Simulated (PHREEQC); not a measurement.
1 kg of water holding 0.049 mol/kgw CaCl2 and 0.052 mol/kgw MgCl2 is evaporated at 25 °C; the solids stay in contact with the brine. No CO2 enters from the air. Only these solids could form: Bischofite, Brucite, Portlandite, MgCl2_4H2O.

The numbers come from PHREEQC with the Pitzer model, pitzer.dat.

```
water left (kg)  ionic strength  water activity  Cl in solution (mol/kgw)  Ca in solution (mol/kgw)
---------------  --------------  --------------  ------------------------  ------------------------
1                         0.303           0.995                     0.202                    0.0490
0.8219                    0.369           0.994                     0.246                    0.0596
0.5552                    0.546               ?                     0.364                    0.0883
0.4563                    0.664               ?                     0.443                     0.107
0.3082                    0.983               ?                     0.655                     0.159
0.2533                     1.20           0.981                     0.797                     0.193
0.1711                     1.77           0.970                      1.18                     0.286
0.1407                     2.15           0.962                      1.44                     0.348
0.1156                     2.62           0.952                      1.75                     0.424
0.07809                    3.88           0.921                      2.59                     0.628
0.06418                    4.72           0.897                      3.15                     0.764
0.04335                    6.99           0.819                      4.66                      1.13
0.03564                    8.50           0.760                      5.67                      1.37
0.02407                    12.6           0.581                      8.39                      2.04
0.01979                    15.3           0.461                      10.2                      2.48
```

Question: Complete the blanks.

Answer: 
- 0.5552, water activity: 0.992
- 0.4563, water activity: 0.990
- 0.3082, water activity: 0.984
